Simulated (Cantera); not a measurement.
## Counterflow diffusion flame

A counterflow diffusion flame at 1.00 atm, nozzles 20 mm apart: fuel side 55.2 % CH3OH, 44.8 % N2 at 575 K, oxidiser side 17.0 % O2, 83.0 % N2 at 450 K, fuel mass flux 0.76 times the oxidiser's; mixture-averaged transport, no radiation.

Detailed kinetics in Cantera: GRI-Mech 3.0 (53 species, 325 reactions). GRI-Mech 3.0 was tuned for natural gas; its chemistry of methanol as a main component is partial and can be far from experiment. GRI-Mech 3.0 has no aromatics or soot, which form on the fuel side of real flames. The maximum strain rate includes the flame's own expansion and is several times the mean.

```csv
oxidiser flux (kg/m²/s),max strain (1/s),mean strain (1/s),T max (K),peak x OH,peak x H,peak x NO,peak x CO,peak x C2H2
0.25,131,30.9,1842,0.00514,0.00480,2.68e-5,0.116,8.29e-5
0.33,168,40.8,1818,0.00518,0.00520,2.49e-5,0.114,9.88e-5
0.43,214,53.2,1795,0.00518,0.00559,2.32e-5,0.113,0.000115
0.56,273,69.2,1770,0.00515,0.00594,2.15e-5,0.111,0.000131
0.72,344,89.0,1745,0.00509,0.00627,1.99e-5,0.110,0.000146
0.94,442,116,1720,0.00501,0.00660,1.82e-5,0.108,0.000159
1.2,556,148,1698,0.00492,0.00688,1.67e-5,0.107,0.000167
1.6,730,198,1670,0.00476,0.00714,1.46e-5,0.105,0.000170
```
x: mole fraction; the columns are a selection and need not sum to one.
